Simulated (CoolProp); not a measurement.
CH3F (R41) along the isobar 5550 kPa: Z from the reference equation and from simpler models built on Tc = 44.1 °C, pc = 5906 kPa, ω = 0.200; each cubic takes its own stable root.

Values from CoolProp's reference Helmholtz-energy equation of state, Lemmon 2006. It is a short technical equation, of lower accuracy than the large ones.

```tsv
T (°C)	phase	reference
-13.55	liquid	0.1186
-1.75	liquid	0.1191
10.05	liquid	0.1211
21.85	liquid	0.1255
33.65	liquid	0.1360
45.55	gas	0.4754
57.35	gas	0.5958
69.15	gas	0.6649
80.95	gas	0.7143
92.75	gas	0.7525
104.55	gas	0.7833
116.45	gas	0.8089
128.25	gas	0.8303
140.05	gas	0.8486
151.85	gas	0.8644
```

### Question
How far does each simpler model (van der Waals, Redlich-Kwong, Soave-Redlich-Kwong) lie from the reference over these 15 states: mean and median of the absolute difference, and the worst?

### Answer
- van der Waals: mean 30.3 %, median 4.7 %, worst +83.5 % at -13.55 °C and 5550 kPa
- Redlich-Kwong: mean 14.0 %, median 3.5 %, worst +43.4 % at 33.65 °C and 5550 kPa
- Soave-Redlich-Kwong: mean 14.2 %, median 5.9 %, worst +39.0 % at 33.65 °C and 5550 kPa
